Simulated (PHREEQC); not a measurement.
# Reverse-osmosis permeate

A made-up water analysis in mg/L, 5 °C, pH 5.65, pe 9.8:

```json
[
 {"constituent": "Na", "mg/L": "2.12"},
 {"constituent": "K", "mg/L": "0.00656"},
 {"constituent": "Ca", "mg/L": "1.11"},
 {"constituent": "Mg", "mg/L": "0.117"},
 {"constituent": "Cl", "mg/L": "2.59"},
 {"constituent": "S(6) as SO4", "mg/L": "1.2"},
 {"constituent": "Alkalinity as HCO3", "mg/L": "3.44"},
 {"constituent": "N(5) as NO3", "mg/L": "0.00233"},
 {"constituent": "Pb", "mg/L": "0.0348"},
 {"constituent": "Sr", "mg/L": "0.258"},
 {"constituent": "Br", "mg/L": "0.0975"}
]
```

Valence states are taken as typed.

Computed with PHREEQC (ion-association model, phreeqc.dat).

Precipitation was switched off in this run.

Problem. Estimate the charge-balance error.

Solution. charge-balance error 2.5 %.

Problem. In which forms is Pb present?

Solution. Pb+2 93 %, PbHCO3+ 4.1 %, PbCO3 1.1 %, PbOH+ 0.8 %, PbSO4 0.6 % of the Pb.

Species that the database lacks are ignored. Away from 25 °C the constants follow the database's enthalpies or fits; those with neither stay at their 25 °C values.
